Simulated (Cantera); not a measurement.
N2O furnace oxynitridation

An isothermal, constant-pressure homogeneous reactor starts with 57.4 % N2O, 0.132 % H2, 42.5 % N2, at 1475 K and 10.00 Torr.

Computed with Cantera and GRI-Mech 3.0 (53 species, 325 reactions). GRI-Mech 3.0 was tuned for natural gas; its chemistry of N2O as a main component is partial and can be far from experiment. Radical loss at walls, strong at low pressure, is not modelled. The temperature is held fixed by assumption; the heat of reaction is taken as removed at once.

| t (s) | x N2O | x H2 | x O | x NO | x H | x O2 | x HO2 |
|---|---|---|---|---|---|---|---|
| 1.00e-5 | 0.574 | 0.00132 | 1.59e-6 | 1.07e-8 | 1.65e-9 | 1.74e-8 | <1e-12 |
| 3.22e-5 | 0.574 | 0.00132 | 4.94e-6 | 1.09e-7 | 1.29e-8 | 1.77e-7 | 2.42e-11 |
| 0.000104 | 0.574 | 0.00132 | 1.43e-5 | 1.06e-6 | 6.77e-8 | 1.71e-6 | 9.28e-10 |
| 0.000334 | 0.574 | 0.00132 | 3.35e-5 | 8.89e-6 | 2.22e-7 | 1.43e-5 | 3.02e-8 |
| 0.00107 | 0.574 | 0.00131 | 5.00e-5 | 5.42e-5 | 5.44e-7 | 8.72e-5 | 6.49e-7 |
| 0.00346 | 0.573 | 0.00123 | 5.13e-5 | 0.000223 | 1.18e-6 | 0.000362 | 6.50e-6 |
| 0.0111 | 0.569 | 0.000848 | 5.20e-5 | 0.000755 | 1.33e-6 | 0.00130 | 1.34e-5 |
| 0.0359 | 0.558 | 0.000256 | 5.37e-5 | 0.00244 | 4.01e-7 | 0.00437 | 7.05e-6 |
| 0.116 | 0.527 | 1.76e-5 | 5.44e-5 | 0.00780 | 8.69e-8 | 0.0137 | 1.84e-6 |
| 0.372 | 0.440 | 7.90e-8 | 5.43e-5 | 0.0230 | 7.79e-8 | 0.0398 | 5.49e-7 |
| 1.20 | 0.255 | 7.74e-8 | 5.37e-5 | 0.0553 | 1.07e-7 | 0.0956 | 1.40e-7 |
| 3.86 | 0.0523 | 1.16e-7 | 5.16e-5 | 0.0901 | 1.71e-7 | 0.157 | 1.99e-8 |
| 12.4 | 0.000747 | 5.98e-8 | 2.18e-5 | 0.0982 | 5.73e-8 | 0.173 | 4.17e-9 |
| 40.0 | 2.57e-6 | 2.89e-8 | 1.05e-5 | 0.0982 | 1.94e-8 | 0.173 | 4.80e-9 |
x: mole fraction; the columns are a selection and need not sum to one.

Equilibrium at this temperature and pressure: N2O 7.85e-9, H2 2.53e-8, O 1.18e-5, NO 0.00111, H 1.80e-8, O2 0.222, HO2 5.78e-9 (gas phase only).
